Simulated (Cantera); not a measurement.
Charge: 1 mol SiCl₄, 0.82 mol Cl₂, 12 mol H₂, at 750 K and 10000 Pa.

Equilibrium computed with Cantera from the NASA thermochemical tables; the gas is ideal and each condensed phase is pure. Candidate condensed phases: Si; 19 gas species. Rates play no part.

Base state: H₂ 0.809, HCl 0.119, SiCl₄ 0.0721, SiHCl₃ 0.000222 (mole fractions); condensed: gas only.

**Question.** What changes in the equilibrium state with this change: SiCl₄ replaced by Si?

**Answer.** 
```json
[
 {"species": "H₂", "before": "0.809", "after": "0.963"},
 {"species": "SiCl₄", "before": "0.0721", "after": "0.0236"},
 {"species": "SiHCl₃", "before": "0.000222", "after": "0.0121"},
 {"species": "HCl", "before": "0.119", "after": "0.000854"},
 {"species": "SiH₂Cl₂", "before": "5.02e-8", "after": "0.000452"},
 {"species": "Si(s), mol", "before": "0", "after": "0.552"}
]
```

**Question.** What changes in the equilibrium state with this change: temperature from 750 K to 1475 K?

**Answer.** 
| species | before | after |
|---|---|---|
| H₂ | 0.809 | 0.713 |
| HCl | 0.119 | 0.218 |
| SiCl₂ | <1e-9 | 0.0458 |
| SiCl₄ | 0.0721 | 0.00896 |
| SiCl₃ | 1.84e-7 | 0.0110 |
| H | <1e-9 | 3.46e-5 |
| SiH₂Cl₂ | 5.02e-8 | 0.000134 |
| SiHCl₃ | 0.000222 | 0.00277 |
The tables' values for SiCl₃ are old estimates; treat these amounts as uncertain.

**Question.** What changes in the equilibrium state with this change: temperature from 750 K to 1573 K?

**Answer.** 
```
species   before     after
-------  -------  --------
H₂         0.809     0.699
HCl        0.119     0.233
SiCl₂      <1e-9    0.0560
SiCl₄     0.0721   0.00290
H          <1e-9  0.000108
SiCl₃    1.84e-7   0.00786
Cl         <1e-9   2.84e-5
```
The tables' values for SiCl₃ are old estimates; treat these amounts as uncertain.
